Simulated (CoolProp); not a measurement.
Vapour-liquid equilibrium of CH2F2 (R32) (1) + R152A (2) at 1390 kPa; x and y are mole fractions of (1).

Computed with CoolProp (multi-fluid Helmholtz-energy mixture model, Tillner-Roth 1997 and Outcalt 1996; pair parameters Bell 2016).

Problem. Give the bubble temperature and the first vapour's composition at x = 0.05, 0.2, 0.95. Is there an azeotrope?

Solution. x = 0.05: 53.9 °C, y = 0.096; x = 0.2: 46.1 °C, y = 0.341; x = 0.95: 19.2 °C, y = 0.976. No azeotrope shows between x = 0.05 and 0.95.

Pair parameters are fitted to limited data, so mixtures are less certain than the pure fluids.
